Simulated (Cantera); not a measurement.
A perfectly stirred reactor is fed with CH₄ : C₂H₆ : O₂ : N₂ : CO₂ = 1 : 1 : 13.4 : 50.4 : 6.4 (molar parts), at 0.440 bar; it is adiabatic with a 598 K inlet, and is followed from long to short residence time, starting on the burning branch (τ in s: 0.049, 0.02, 0.0079, 0.0032, 0.0013, 0.00052, 0.00021, 8.5e-05, 3.4e-05, 1.4e-05, 5.6e-06).

Detailed kinetics in Cantera: GRI-Mech 3.0 (53 species, 325 reactions).

Problem. Predict: blow-out, bracketed by the residence times tried; x(CH₄) at τ = 49.0 ms; x(C₂H₆) at τ = 49.0 ms; x(O₂) at τ = 49.0 ms; x(CH₂O) at τ = 49.0 ms; x(CH₄) at τ = 0.520 ms; x(C₂H₆) at τ = 0.520 ms; x(O₂) at τ = 0.520 ms.

Solution. 
```
Item                                                                           Value
------------------------------------------------  ----------------------------------
blow-out, bracketed by the residence times tried  burning at 3.20 ms, out at 1.30 ms
x(CH₄) at τ = 49.0 ms                                                        2.19e-5
x(C₂H₆) at τ = 49.0 ms                                                       5.54e-6
x(O₂) at τ = 49.0 ms                                                           0.109
x(CH₂O) at τ = 49.0 ms                                                       3.75e-6
x(CH₄) at τ = 0.520 ms                                                        0.0139
x(C₂H₆) at τ = 0.520 ms                                                       0.0139
x(O₂) at τ = 0.520 ms                                                          0.186
```
